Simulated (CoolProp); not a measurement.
A simple Rankine cycle with isobutene: condensing at 315.15 K, boiler at 1.6 MPa, turbine inlet 381.4 K, turbine efficiency 0.85, pump efficiency 0.8, no recuperator. Each further row changes one setting.

Model: reference Helmholtz-energy equation of state, Lemmon 2005, in CoolProp. It is a short technical equation, of lower accuracy than the large ones.

| case | thermal efficiency (%) | net work (kJ/kg) | heat in (kJ/kg) | turbine exit temperature (K) | volume ratio over the turbine |
|---|---|---|---|---|---|
| as stated | 9.8 | 42.4 | 431 | 341.6 | 3.41 |
| turbine inlet 401.4 K | 9.8 | 46.8 | 477 | 363.4 | 3.32 |
| condensing temperature 307.15 K | 11.3 | 50.8 | 451 | 335.2 | 4.24 |
| boiler pressure 1.12 MPa | 7.2 | 32.1 | 448 | 355.8 | 2.28 |
| turbine efficiency 0.75 | 8.6 | 37.2 | 431 | 344.3 | 3.45 |
